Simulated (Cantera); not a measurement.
Charge: 1 mol toluene, 0.018 mol NH3, 2.2 mol H2, equilibrated at 2200 K and 40.0 Pa.

Cantera equilibrium calculation (NASA polynomials, part measured and part estimated; ideal gas, pure solids and liquids). Candidate condensed phases: C, C6H6, C7H8, C8H18; 92 gas species. Kinetics and transport are ignored.

Base state: H2 0.752, H 0.244, C2H2 (acetylene) 0.00193, N2 0.000851, HCN 0.000762, HNC 6.02e-5, C2H 2.17e-5 (mole fractions); condensed: C(graphite).

What changes in the equilibrium state with this change: temperature from 2200 K to 800 K?


```json
[
 {"species": "H2", "before": "0.752", "after": "0.998"},
 {"species": "N2", "before": "0.000851", "after": "0.00144"},
 {"species": "CH4", "before": "5.95e-8", "after": "0.000536"},
 {"species": "H", "before": "0.244", "after": "<1e-9"},
 {"species": "C2H2 (acetylene)", "before": "0.00193", "after": "<1e-9"},
 {"species": "HCN", "before": "0.000762", "after": "3.56e-9"},
 {"species": "HNC", "before": "6.02e-5", "after": "<1e-9"},
 {"species": "C(graphite), mol", "before": "6.97", "after": "7.00"}
]
```
